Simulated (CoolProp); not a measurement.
Propane at 233.93 K and 0.0319 MPa flows at 0.097 m/s in a round tube of 20 mm bore and 0.25 µm roughness, fully developed (64/Re and Nu = 3.66 if laminar; Colebrook and Gnielinski if turbulent). Each further row changes one setting.

Values from CoolProp's reference Helmholtz-energy equation of state, Lemmon 2009.

| case | Reynolds number | Darcy friction factor | pressure drop (Pa/m) | heat-transfer coefficient (W/(m² K)) | mass flow (kg/h) |
|---|---|---|---|---|---|
| as stated | 221 | 0.290 | 0.0499 | 2.17 | 0.0802 |
| velocity 0.194 m/s | 442 | 0.145 | 0.0997 | 2.17 | 0.160 |
| diameter 40 mm | 442 | 0.145 | 0.0125 | 1.09 | 0.321 |

Viscosity comes from a separate model (Vogel 1998). Thermal conductivity comes from a separate model (Marsh 2002).
